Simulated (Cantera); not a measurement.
Input: 1 mol C2H2, 2.5 mol CO2, 51 mol H2, equilibrated at 523.15 K.

Equilibrium computed with Cantera from the NASA thermochemical tables; the gas is ideal and each condensed phase is pure. Candidate condensed phases: C, C6H6, C7H8, C8H18, H2O; 110 gas species. The numbers say what is thermodynamically allowed, not how fast it happens.

**Question.** At 1.60 mbar, list the 4 most abundant gas species with their mole fractions, and the condensed phases.

**Answer.** H2 0.800, H2O 0.105, CH4 0.0946, CO2 7.95e-5. Condensed: gas only.
